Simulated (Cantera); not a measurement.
An adiabatic, constant-pressure homogeneous reactor starts with 36.8 % CO, 2.95 % H2, 12.0 % O2, 45.0 % N2, 3.24 % CO2, at 1823 K and 101000 Pa.

Computed with Cantera and GRI-Mech 3.0 (53 species, 325 reactions).

x: mole fraction; the columns are a selection and need not sum to one.

| t (s) | T (K) | x CO | x H2 | x O2 | x H2O2 | x CO2 |
|---|---|---|---|---|---|---|
| 1.00e-6 | 1823 | 0.368 | 0.0295 | 0.120 | 9.30e-10 | 0.0324 |
| 2.93e-6 | 1823 | 0.368 | 0.0295 | 0.120 | ? | 0.0324 |
| 8.58e-6 | 1824 | 0.368 | 0.0275 | 0.118 | ? | 0.0334 |
| 2.51e-5 | 1961 | 0.299 | 0.00313 | 0.0551 | ? | 0.104 |
| 7.37e-5 | 2221 | 0.276 | 0.00381 | 0.0431 | ? | 0.135 |
| 0.000216 | 2560 | 0.262 | 0.00389 | 0.0381 | ? | 0.160 |
| 0.000632 | 2841 | 0.243 | 0.00353 | 0.0290 | 4.19e-8 | 0.188 |
| 0.00185 | 2869 | 0.241 | 0.00353 | 0.0257 | 4.54e-8 | 0.192 |
| 0.00543 | 2867 | 0.241 | 0.00354 | 0.0251 | 4.49e-8 | 0.192 |
| 0.0159 | 2867 | 0.241 | 0.00355 | 0.0251 | 4.49e-8 | 0.192 |
| 0.0466 | 2867 | 0.241 | 0.00355 | 0.0251 | 4.49e-8 | 0.192 |
| 0.137 | 2867 | 0.241 | 0.00355 | 0.0251 | 4.49e-8 | 0.192 |
| 0.400 | 2867 | 0.241 | 0.00355 | 0.0251 | 4.49e-8 | 0.192 |

Question: What belongs in the gaps?

Answer: 
- 2.93e-6, x H2O2: 2.73e-9
- 8.58e-6, x H2O2: 2.79e-8
- 2.51e-5, x H2O2: 1.20e-7
- 7.37e-5, x H2O2: 5.88e-8
- 0.000216, x H2O2: 3.19e-8
